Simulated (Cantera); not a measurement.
A freely propagating, adiabatic, planar premixed flame of 20.1 % H2, 14.5 % O2, 65.4 % N2, equivalence ratio 0.69, unburnt at 525 K and 760 Torr; mixture-averaged transport, grid criteria slope 0.08 and curve 0.16, no radiation.

Detailed kinetics in Cantera: the H2/O2 subset of GRI-Mech 3.0, which has no nitrogen chemistry. Burning velocities carry a grid error of a few per cent, more on coarse grids. Lean hydrogen flames are cellular in practice and burn faster than this planar one.

Predict: laminar burning velocity; thermal thickness; peak x(OH); peak x(H); peak x(H2O2).


```
Property                     Value
------------------------  --------
laminar burning velocity  297 cm/s
thermal thickness         0.427 mm
peak x(OH)                 0.00967
peak x(H)                   0.0191
peak x(H2O2)               3.01e-5
```
